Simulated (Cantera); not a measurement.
An adiabatic, constant-volume homogeneous reactor starts with H₂ : O₂ : N₂ : H₂O = 1 : 0.455 : 4.09 : 0.2 (molar parts), equivalence ratio 1.1, at 1300 K and 500000 Pa. Integrator tolerance rtol = 1e-08.

Detailed kinetics in Cantera: the H2/O2 subset of GRI-Mech 3.0, which has no nitrogen chemistry. The hydrogen kinetics of GRI-Mech 3.0 are dated; newer H2 mechanisms differ, most at raised pressure.

### Question
What does this change do: pressure from 500000 Pa to 1600000 Pa?

### Answer
| quantity | before | after |
|---|---|---|
| time of steepest temperature rise | 13.9 µs | 29.6 µs |
| temperature at 0.200 s | 2601 K | 2628 K |
| equilibrium temperature | 2601 K | 2628 K |
| x(H₂) at 0.200 s | 0.0203 (gas-phase equilibrium 0.0203) | 0.0189 (gas-phase equilibrium 0.0189) |
| x(O₂) at 0.200 s | 0.000986 (gas-phase equilibrium 0.000986) | 0.000464 (gas-phase equilibrium 0.000464) |
| x(H₂O) at 0.200 s | 0.203 (gas-phase equilibrium 0.203) | 0.205 (gas-phase equilibrium 0.205) |
| x(OH) at 0.200 s | 0.00420 (gas-phase equilibrium 0.00420) | 0.00282 (gas-phase equilibrium 0.00282) |
| x(O) at 0.200 s | 0.000243 (gas-phase equilibrium 0.000243) | 0.000105 (gas-phase equilibrium 0.000105) |
The pressure lies above the range GRI-Mech 3.0 was tuned for (to about 10 atm).

### Question
What does this change do: H2O 0.2 to 0.086 parts?

### Answer
```tsv
quantity	before	after
time of steepest temperature rise	13.9 µs	12.6 µs
temperature at 0.200 s	2601 K	2635 K
equilibrium temperature	2601 K	2635 K
x(H₂) at 0.200 s	0.0203 (gas-phase equilibrium 0.0203)	0.0209 (gas-phase equilibrium 0.0209)
x(O₂) at 0.200 s	0.000986 (gas-phase equilibrium 0.000986)	0.00104 (gas-phase equilibrium 0.00104)
x(H₂O) at 0.200 s	0.203 (gas-phase equilibrium 0.203)	0.185 (gas-phase equilibrium 0.185)
x(OH) at 0.200 s	0.00420 (gas-phase equilibrium 0.00420)	0.00446 (gas-phase equilibrium 0.00446)
x(O) at 0.200 s	0.000243 (gas-phase equilibrium 0.000243)	0.000290 (gas-phase equilibrium 0.000290)
```
